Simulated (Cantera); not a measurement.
A closed system holds: 1 mol Cu, 0.78 mol F2, 9.4 mol N2, 1.6 mol HF, equilibrated at 2.20 mbar.

Equilibrium computed with Cantera from the NASA thermochemical tables; the gas is ideal and each condensed phase is pure. Candidate condensed phases: Cu, CuF2; 25 gas species. Mutual solubility and eutectic melting of coexisting phases are not modelled. The numbers say what is thermodynamically allowed, not how fast it happens.

x: gas mole fraction; n: condensed amount in mol.

```json
[
 {"T (°C)": "550", "x N2": "0.855", "x HF": "0.145", "x CuF2": "7.28e-6", "x CuF": "1.01e-5", "x F": "<1e-12", "x Cu": "1.25e-12", "n Cu(s)": "0.220", "n CuF2(s)": "0.780"},
 {"T (°C)": "600", "x N2": "0.854", "x HF": "0.145", "x CuF2": "6.30e-5", "x CuF": "8.02e-5", "x F": "7.48e-12", "x Cu": "2.06e-11", "n Cu(s)": "0.220", "n CuF2(s)": "0.779"},
 {"T (°C)": "650", "x N2": "0.854", "x HF": "0.145", "x CuF2": "…", "x CuF": "…", "x F": "…", "x Cu": "…", "n Cu(s)": "0.217", "n CuF2(s)": "0.773"},
 {"T (°C)": "700", "x N2": "0.850", "x HF": "0.145", "x CuF2": "0.00234", "x CuF": "0.00261", "x F": "9.99e-10", "x Cu": "2.33e-9", "n Cu(s)": "0.206", "n CuF2(s)": "0.740"},
 {"T (°C)": "750", "x N2": "0.836", "x HF": "0.142", "x CuF2": "0.0108", "x CuF": "0.0114", "x F": "8.03e-9", "x Cu": "1.75e-8", "n Cu(s)": "0.156", "n CuF2(s)": "0.594"},
 {"T (°C)": "800", "x N2": "0.787", "x HF": "0.134", "x CuF2": "0.0427", "x CuF": "0.0368", "x F": "6.24e-8", "x Cu": "7.82e-8", "n Cu(s)": "0", "n CuF2(s)": "0.0492"},
 {"T (°C)": "850", "x N2": "0.783", "x HF": "0.133", "x CuF2": "0.0467", "x CuF": "0.0367", "x F": "…", "x Cu": "…", "n Cu(s)": "0", "n CuF2(s)": "0"},
 {"T (°C)": "900", "x N2": "0.783", "x HF": "0.133", "x CuF2": "0.0467", "x CuF": "0.0367", "x F": "1.71e-6", "x Cu": "1.81e-7", "n Cu(s)": "0", "n CuF2(s)": "0"},
 {"T (°C)": "950", "x N2": "0.783", "x HF": "0.133", "x CuF2": "0.0467", "x CuF": "0.0367", "x F": "7.00e-6", "x Cu": "2.73e-7", "n Cu(s)": "0", "n CuF2(s)": "0"}
]
```

What belongs in the gaps?


- 650, x CuF2: 0.000426
- 650, x CuF: 0.000505
- 650, x F: 9.89e-11
- 650, x Cu: 2.49e-10
- 850, x F: 3.67e-7
- 850, x Cu: 1.16e-7
